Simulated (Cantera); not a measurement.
Input (Python, Cantera) and output of one run.

```python
import numpy as np
import cantera as ct

gas_names = """
    B BH BH2 BH3 BN BO BO2 B2 B2O B2O2 B2O3 B3O3H3 H HBO HBO2 HNO HNO2 HNO3 HO2 H2 H2O H2O2 H3B3O6 N NH
    NH2 NH3 NH2OH NO NO2 NO3 N2 N2H2 N2H4 N2O O OH O2 O3
""".split()
cond_names = """
    B(b) B(L) BN(s) B2O3(L) B3O3H3(cr) H2O(s) H2O(L)
""".split()


# ... load() reads the species with a 1 bar reference pressure and builds the phases ...
atoms = {
    'B2H6': {'B': 2, 'H': 6},
    'H2O': {'H': 2, 'O': 1},
    'N2': {'N': 2},
}
top_T = {'BN(s)': 3200}  # K; cautious upper limits of use, not melting points


# ... equilibrate(T, P, feed) seeds the gas with the atoms and calls Mixture.equilibrate('TP', solver="vcs", rtol=1e-11, max_steps=5000) ...
results = []
feed = {'B2H6': 1, 'H2O': 0.3, 'N2': 23}  # mol
T = 1500  # K
for P in [10, 46, 220, 1000, 4600, 22000, 100000]:
    mix = equilibrate(T, P, feed)
    results.append((T, P, feed, dict(zip(mix.species_names, mix.species_moles))))
    x = sorted(zip(gas.X, gas.species_names), reverse=True)
    print(f"T = {T:g} K  P = {P:g} Pa  gas = {mix.phase_moles(0):.4g} mol")
    print("   x: " + "  ".join(f"{s} {v:.3e}" for v, s in x if v > 0.0001))
    print("   condensed (mol): " + ("  ".join(f"{mix.phase(i).name} {mix.phase_moles(i):.4g}"
          for i in range(1, mix.n_phases) if mix.phase_moles(i) > 1e-12) or "none"))
```

It prints:

```
T = 1500 K  P = 10 Pa  gas = 25.57 mol
   x: N2 8.653e-01  H2 1.263e-01  HBO 4.421e-03  B2O2 1.153e-03  B2O3 1.151e-03  H 6.255e-04  BO 5.711e-04  HBO2 4.863e-04
   condensed (mol): BN(s) 1.742
T = 1500 K  P = 46 Pa  gas = 25.53 mol
   x: N2 8.661e-01  H2 1.270e-01  HBO 3.063e-03  B2O3 1.745e-03  HBO2 1.071e-03  B2O2 5.503e-04  H 2.925e-04  BO 1.839e-04
   condensed (mol): BN(s) 1.773
T = 1500 K  P = 220 Pa  gas = 25.5 mol
   x: N2 8.666e-01  H2 1.274e-01  HBO2 1.889e-03  B2O3 1.865e-03  HBO 1.861e-03  B2O2 2.026e-04  H 1.339e-04
   condensed (mol): BN(s) 1.798
T = 1500 K  P = 1000 Pa  gas = 25.48 mol
   x: N2 8.669e-01  H2 1.273e-01  HBO2 2.809e-03  B2O3 1.586e-03  HBO 1.064e-03  H2O 1.835e-04
   condensed (mol): BN(s) 1.817
T = 1500 K  P = 4600 Pa  gas = 25.43 mol
   x: N2 8.685e-01  H2 1.281e-01  HBO2 2.088e-03  B2O3 4.716e-04  HBO 4.283e-04  H2O 3.410e-04
   condensed (mol): BN(s) 1.82  B2O3(L) 0.04587
T = 1500 K  P = 22000 Pa  gas = 25.41 mol
   x: N2 8.693e-01  H2 1.286e-01  HBO2 1.242e-03  H2O 5.768e-04  HBO 1.511e-04
   condensed (mol): BN(s) 1.819  B2O3(L) 0.07027
T = 1500 K  P = 100000 Pa  gas = 25.4 mol
   x: N2 8.697e-01  H2 1.286e-01  H2O 9.553e-04  HBO2 7.495e-04
   condensed (mol): BN(s) 1.822  B2O3(L) 0.07819
```

Cantera equilibrium calculation (NASA polynomials, part measured and part estimated; ideal gas, pure solids and liquids). The feed counts by its element totals alone. Mutual solubility and eutectic melting of coexisting phases are not modelled. Gases not in the tables: H3BO3.
